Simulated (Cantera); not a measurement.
A closed system holds: 1 mol Pb, 9.1 mol H2.

These are equilibrium values from Cantera (NASA tables, ideal gas, pure condensed phases), not measurements of a reactor. Candidate condensed phases: Pb; 4 gas species. Kinetics and transport are ignored.

Stable condensed phases, one row left out:

```
T in °C \ P in Pa
              10      68     460    3200   22000  150000 1000000
   1252        A       A       A       A       A       B       B
   1152        A       A       A       A       B       B       B
   1052        A       A       A       A       B       B       B
    952        A       A       A       B       B       B       B
    752        A       B       B       B       B       B       B
    652        B       B       B       B       B       B       B
    552        B       B       B       B       B       B       B
    452        B       B       B       B       B       B       B
```

A: gas only; B: Pb.

Give the row for 852 °C.

10: gas only; 68: gas only; 460: Pb; 3200: Pb; 22000: Pb; 150000: Pb; 1000000: Pb.
